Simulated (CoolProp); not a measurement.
Saturated liquid density (kg/m³) of hydrogen chloride: the reference equation beside estimates from Tc = 324.7 K, pc = 8.314 MPa, ω = 0.130.

The numbers come from the reference Helmholtz-energy equation of state, Thol 2018 in CoolProp.

```
T (K)  reference  van der Waals  Peng-Robinson
-----  ---------  -------------  -------------
200.5       1154          683.8           1147
209         1132          670.8           1124
217.5       1109          657.3           1099
225.9       1085          643.3           1073
234.4       1060          628.4           1045
242.9       1034          612.7           1015
251.4       1007              …          982.6
259.8      978.0              …          947.6
268.3      946.7          559.6              …
276.8      912.9          539.0          866.6
```

Q: Some entries are withheld; supply them.

A: 
- 251.4, van der Waals: 596.1
- 259.8, van der Waals: 578.6
- 268.3, Peng-Robinson: 909.1

Absolute difference from the reference over all 10 rows, mean and median: van der Waals 40.8 and 40.7 %, Peng-Robinson 2.1 and 1.6 %.
